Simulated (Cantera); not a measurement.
Input (Python, Cantera):

```python
import numpy as np
import cantera as ct

gas = ct.Solution("gri30.yaml")
gas.TPX = 550, 11000, {'CH4': 1, 'H2': 0.11, 'O2': 2.04, 'N2': 5.92}
flame = ct.FreeFlame(gas, width=0.19)
flame.set_refine_criteria(ratio=3, slope=0.08, curve=0.16)
flame.transport_model = "mixture-averaged"
flame.solve(loglevel=0, auto=True)
z, T = flame.grid, flame.T
thick = (T[-1] - T[0]) / np.gradient(T, z).max()
show = ['CH4', 'H2', 'O2', 'O', 'N2O', 'H']
print(f"laminar burning velocity  {flame.velocity[0] * 100:.3f} cm/s")
print(f"burnt temperature         {T[-1]:.1f} K")
print(f"thermal thickness         {thick * 1e3:.4f} mm")
print(f"grid points               {len(z)}")
z0 = z[flame.heat_release_rate.argmax()]
print(f"{'z/mm':>9s}{'T/K':>9s}{'u/(m/s)':>9s}" + "".join(f"{s:>11s}" for s in show))
rows = []
for k in (-3, -2, -1.5, -1, -0.5, -0.25, 0, 0.25, 0.5, 1, 2, 4, 8):
    zz = z0 + k * thick
    rows.append([k * thick, np.interp(zz, z, T), np.interp(zz, z, flame.velocity),
                 *(np.interp(zz, z, flame.X[gas.species_index(s)]) for s in show)])
    print(f"{rows[-1][0] * 1e3:9.3f}{rows[-1][1]:9.1f}{rows[-1][2]:9.3f}" + "".join(f"{x:11.3e}" for x in rows[-1][3:]))
```

It prints:

```
laminar burning velocity  226.039 cm/s
burnt temperature         2395.1 K
thermal thickness         1.8915 mm
grid points               163
     z/mm      T/K  u/(m/s)        CH4         H2         O2          O        N2O          H
   -5.675    550.0    2.261  1.102e-01  1.253e-02  2.248e-01  1.619e-09  5.560e-16  1.955e-08
   -3.783    550.6    2.267  1.100e-01  1.388e-02  2.245e-01  5.798e-08  4.003e-14  1.208e-06
   -2.837    554.9    2.290  1.095e-01  1.615e-02  2.238e-01  4.208e-07  6.393e-13  1.129e-05
   -1.892    602.0    2.500  1.062e-01  2.196e-02  2.201e-01  3.861e-06  2.082e-11  1.423e-04
   -0.946    966.3    4.093  8.008e-02  3.400e-02  1.909e-01  7.598e-05  5.966e-10  1.324e-03
   -0.473   1393.8    6.002  4.457e-02  4.001e-02  1.454e-01  4.472e-04  2.278e-09  3.526e-03
    0.000   1793.1    7.827  1.274e-02  3.963e-02  9.202e-02  2.029e-03  5.887e-09  8.369e-03
    0.473   1973.4    8.660  1.667e-03  3.242e-02  5.705e-02  5.453e-03  9.370e-09  1.409e-02
    0.946   2014.3    8.838  1.243e-04  2.682e-02  4.153e-02  8.358e-03  1.166e-08  1.793e-02
    1.892   2033.4    8.888  5.962e-07  2.482e-02  3.301e-02  9.993e-03  1.296e-08  2.091e-02
    3.783   2051.4    8.932  1.227e-10  2.559e-02  3.013e-02  1.015e-02  1.290e-08  2.189e-02
    7.566   2073.3    9.007  2.474e-14  2.553e-02  2.909e-02  9.811e-03  1.332e-08  2.107e-02
   15.132   2108.4    9.135  1.631e-17  2.473e-02  2.813e-02  9.103e-03  1.462e-08  1.904e-02
```

Cantera simulation using GRI-Mech 3.0 (53 species, 325 reactions); the numbers are that mechanism's predictions, not measurements. Burning velocities carry a grid error of a few per cent, more on coarse grids.
